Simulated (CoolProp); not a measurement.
Properties of oxygen along the isotherm 160.3 K (Tc = 154.6 K, pc = 50.46 bar, ω = 0.022).

The numbers come from the reference Helmholtz-energy equation of state, Schmidt 1985 in CoolProp.

```csv
p (bar),phase,Joule-Thomson coefficient (K/MPa),expansivity (1/kK)
56.1,supercritical,6.533,70.23
112,supercritical,0.6596,13.64
168,supercritical,0.2179,8.408
224,supercritical,0.02701,6.497
280,supercritical,-0.08381,5.451
336,supercritical,-0.1572,4.773
392,supercritical,-0.2098,4.289
449,supercritical,-0.2498,3.917
505,supercritical,-0.2804,3.628
```
